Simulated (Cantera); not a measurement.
Input: 1 mol SiCl4, 3.2 mol N2, at 1575 K and 0.0580 bar.

These are equilibrium values from Cantera (NASA tables, ideal gas, pure condensed phases), not measurements of a reactor. The tables' values for SiCl3 are old estimates; treat these amounts as uncertain. Kinetics and transport are ignored.

| species | before | after |
|---|---|---|
| N2 | 0.757 | 0.742 |
| SiCl4 | 0.231 | 0.210 |
| Cl | 0.00578 | 0.0258 |
| SiCl3 | 0.00552 | 0.0181 |
| SiCl2 | 0.000345 | 0.00409 |
| Cl2 | 0.000217 | 0.000268 |
Gas species are given as mole fractions.

Problem. What was changed between the two runs?
A) temperature from 1575 K to 1698.15 K
B) temperature from 1575 K to 825 K
C) pressure from 0.0580 bar to 0.00360 bar
D) pressure from 0.0580 bar to 0.0133 bar

Solution. C, pressure from 0.0580 bar to 0.00360 bar
